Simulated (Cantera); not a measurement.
An isothermal, constant-pressure homogeneous reactor starts with 2.13 % C2H4, 97.9 % H2, at 1225 K and 0.860 bar.

Cantera simulation using GRI-Mech 3.0 (53 species, 325 reactions); the numbers are that mechanism's predictions, not measurements. GRI-Mech 3.0 was tuned for natural gas; its chemistry of ethylene as a main component is partial and can be far from experiment. GRI-Mech 3.0 stops at C3 and has no aromatics, soot or wall deposition, so with more carbon than oxygen in the feed, carbon stays in small species such as C2H2 where larger ones or solid carbon would form.

x: mole fraction; the columns are a selection and need not sum to one.

```csv
t (s),x C2H4,x H2,x C2H2,x CH4,x C2H,x C2H6,x CH2
0.000400,0.0213,0.979,?,3.87e-12,<1e-12,6.21e-9,<1e-12
0.000900,0.0213,0.979,?,4.48e-11,<1e-12,3.15e-8,<1e-12
0.00203,0.0213,0.979,?,5.18e-10,<1e-12,1.64e-7,<1e-12
0.00456,0.0213,0.979,?,6.61e-9,<1e-12,9.77e-7,<1e-12
0.0103,0.0213,0.979,?,1.39e-7,<1e-12,1.04e-5,<1e-12
0.0231,0.0207,0.979,?,4.69e-5,<1e-12,0.000448,<1e-12
0.0520,0.0181,0.978,?,0.00172,1.11e-12,0.00155,1.68e-12
0.117,0.0154,0.976,?,0.00590,2.10e-12,0.00136,2.59e-12
0.263,0.0123,0.972,?,0.0123,2.08e-12,0.00108,3.27e-12
0.592,0.00901,0.968,?,0.0204,1.32e-12,0.000794,3.30e-12
1.33,0.00573,0.964,?,0.0288,<1e-12,0.000504,2.55e-12
3.00,0.00302,0.960,?,0.0358,<1e-12,0.000264,1.51e-12
```

Question: Some entries are withheld; supply them.

Answer: 
- 0.000400, x C2H2: 2.64e-7
- 0.000900, x C2H2: 5.96e-7
- 0.00203, x C2H2: 1.36e-6
- 0.00456, x C2H2: 3.15e-6
- 0.0103, x C2H2: 8.47e-6
- 0.0231, x C2H2: 0.000101
- 0.0520, x C2H2: 0.000816
- 0.117, x C2H2: 0.00166
- 0.263, x C2H2: 0.00190
- 0.592, x C2H2: 0.00148
- 1.33, x C2H2: 0.000928
- 3.00, x C2H2: 0.000484
